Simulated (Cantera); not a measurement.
A perfectly stirred reactor is fed with CO : H₂ : CH₄ : O₂ : N₂ = 1 : 0.5 : 0.25 : 0.962 : 5.4 (molar parts), equivalence ratio 1.3, at 1650 Torr; it is adiabatic with a 775 K inlet, and is followed from long to short residence time, starting on the burning branch (τ in s: 0.086, 0.041, 0.02, 0.0096, 0.0046, 0.0022, 0.0011, 0.00052, 0.00025, 0.00012, 5.8e-05).

Computed with Cantera and GRI-Mech 3.0 (53 species, 325 reactions).

Task: Predict: blow-out, bracketed by the residence times tried; x(CO) at τ = 86.0 ms; x(H₂) at τ = 86.0 ms; x(CH₄) at τ = 86.0 ms; x(CH₂CO) at τ = 86.0 ms; x(CO) at τ = 2.20 ms; x(H₂) at τ = 2.20 ms; x(CH₄) at τ = 2.20 ms; x(CH₂CO) at τ = 2.20 ms.

Result: blow-out, bracketed by the residence times tried: burning at 58.0 µs, the shortest tried
x(CO) at τ = 86.0 ms: 0.0631
x(H₂) at τ = 86.0 ms: 0.0133
x(CH₄) at τ = 86.0 ms: 1.76e-6
x(CH₂CO) at τ = 86.0 ms: 4.07e-9
x(CO) at τ = 2.20 ms: 0.0672
x(H₂) at τ = 2.20 ms: 0.0147
x(CH₄) at τ = 2.20 ms: 1.27e-5
x(CH₂CO) at τ = 2.20 ms: 2.20e-8
